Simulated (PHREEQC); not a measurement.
NaOH is added in steps, without added water, to 1 kg of water holding 57 mmol/kgw HBr and 0.36 mmol/kgw MnSO4, at 25 °C. The system is closed to oxygen. No CO2 enters from the air. The run lets Pyrochroite, Mirabilite precipitate or redissolve, and no other solid.

Base run: PHREEQC, ion-association model, wateq4f.dat. Each further column changes one thing. The table gives Mn+2 (mol/kgw).

| NaOH added (mol) | base | HBr replaced by KBr at the same molality | diluted 2-fold with water | HBr from 0.057 to 0.0057 mol/kgw | no solid may form |
|---|---|---|---|---|---|
| 0 | 0.000359 | 0.000356 | 0.000179 | 0.000352 | 0.000359 |
| 0.0074 | 0.000359 | … | 0.000179 | 2.83e-7 | 0.000359 |
| 0.0148 | 0.000358 | 2.96e-9 | 0.000179 | … | 0.000358 |
| 0.0259 | 0.000358 | 9.88e-10 | 0.000179 | 1.03e-9 | 0.000358 |
| 0.0333 | 0.000358 | … | 2.16e-8 | 5.91e-10 | 0.000358 |
| 0.0407 | 0.000357 | 4.24e-10 | … | 3.92e-10 | 0.000357 |
| 0.0481 | 0.000357 | 3.12e-10 | … | 2.84e-10 | 0.000357 |
| 0.0592 | 2.46e-7 | 2.15e-10 | 5.85e-10 | … | 0.000109 |
| 0.0666 | 7.20e-9 | 1.75e-10 | 3.98e-10 | 1.57e-10 | 2.48e-5 |
| 0.074 | 2.25e-9 | … | 2.92e-10 | 1.30e-10 | 9.83e-6 |

### Question
What belongs in the gaps?

### Answer

- 0.0074, HBr replaced by KBr at the same molality: 1.25e-8
- 0.0148, HBr from 0.057 to 0.0057 mol/kgw: 4.64e-9
- 0.0333, HBr replaced by KBr at the same molality: 6.14e-10
- 0.0407, diluted 2-fold with water: 3.29e-9
- 0.0481, diluted 2-fold with water: 1.33e-9
- 0.0592, HBr from 0.057 to 0.0057 mol/kgw: 1.93e-10
- 0.074, HBr replaced by KBr at the same molality: 1.46e-10

 In at least one series the solution becomes supersaturated in solids that the run did not let form, among them Pyrochroite.
